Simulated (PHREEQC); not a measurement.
Synthetic water in mg/L, 20 °C, pH 5.87, pe 0.1: Na 0.707; K 0.124; Ca 1.3; Mg 0.0755; Cl 1.45; S(6) as SO4 1.03; Alkalinity as HCO3 2.54; Si as SiO2 0.0603; B 0.034; Zn 0.0141.

Cl is adjusted to close the charge balance.
Valence states are taken as typed.

All values are PHREEQC results (ion-association model, wateq4f.dat), not measurements.

```json
[
 {"quantity": "CaSO4 (mol/kgw)", "before": "5.86e-8", "after": "8.24e-7"},
 {"quantity": "CaHCO3+ (mol/kgw)", "before": "1.54e-8", "after": "2.27e-7"},
 {"quantity": "MgSO4 (mol/kgw)", "before": "6.06e-9", "after": "8.53e-8"},
 {"quantity": "NaSO4- (mol/kgw)", "before": "1.50e-9", "after": "2.24e-8"},
 {"quantity": "SI of Quartz (SiO2)", "before": "-1.94", "after": "-1.34"}
]
```

### Question
Which change was made?
A. all concentrations times 4 at the same typed pH
B. pH from 5.87 to 6.17 at the same alkalinity
C. pH from 5.87 to 5.57 at the same alkalinity
D. temperature from 20 to 90 °C at the same typed pH

### Answer
A, all concentrations times 4 at the same typed pH

No solid was allowed to form.
